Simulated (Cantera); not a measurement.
Charge: 1 mol Si₃N₄, 0.093 mol N₂O, 32 mol H₂, at 1227 °C and 2.60 bar.

Equilibrium computed with Cantera from the NASA thermochemical tables; the gas is ideal and each condensed phase is pure. Candidate condensed phases: H₂O, Si, SiO₂, Si₂N₂O, Si₃N₄; 35 gas species. Mutual solubility and eutectic melting of coexisting phases are not modelled. Kinetics and transport are ignored.

Base state: H₂ 0.996, N₂ 0.00386, H 1.09e-5 (mole fractions); condensed: Si₂N₂O(s) + Si₃N₄(s).

**Question.** What changes in the equilibrium state with this change: Si₃N₄ replaced by SiC?

**Answer.** 
```csv
species,before,after
H₂,0.996,0.995
CH₄,0,0.00464
CO,0,0.000386
N₂,0.00386,0.000381
HCN,0,1.44e-5
H,1.09e-5,1.09e-5
"Si₂N₂O(s), mol",0.0930,0.0806
"Si₃N₄(s), mol",0.938,0
"SiC(s), mol",0,0.839
```
Further candidate phases: C, C₆H₆, C₇H₈, C₈H₁₈, SiC.

**Question.** What changes in the equilibrium state with this change: N₂O from 0.093 to 0.056 mol?

**Answer.** 
| species | before | after |
|---|---|---|
| H₂ | 0.996 | 0.998 |
| N₂ | 0.00386 | 0.00232 |
| H | 1.09e-5 | 1.09e-5 |
| Si₂N₂O(s), mol | 0.0930 | 0.0560 |
| Si₃N₄(s), mol | 0.938 | 0.963 |
